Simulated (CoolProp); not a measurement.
Computed with CoolProp (reference Helmholtz-energy equation of state, Thol 2016).

Give the vapour pressure (MPa), liquid density (kg/m³), enthalpy of vaporisation (kJ/kg), liquid cp (kJ/(kg K)) of saturated R1234ze(E) at 34.35, 45.15, 88.35 °C.


```json
[
 {"T (°C)": "34.35", "p (MPa)": "0.655", "liquid density (kg/m³)": "1130", "enthalpy of vaporisation (kJ/kg)": "160", "liquid cp (kJ/(kg K))": "1.42"},
 {"T (°C)": "45.15", "p (MPa)": "0.880", "liquid density (kg/m³)": "1090", "enthalpy of vaporisation (kJ/kg)": "150", "liquid cp (kJ/(kg K))": "1.47"},
 {"T (°C)": "88.35", "p (MPa)": "2.39", "liquid density (kg/m³)": "879", "enthalpy of vaporisation (kJ/kg)": "96.5", "liquid cp (kJ/(kg K))": "2.00"}
]
```
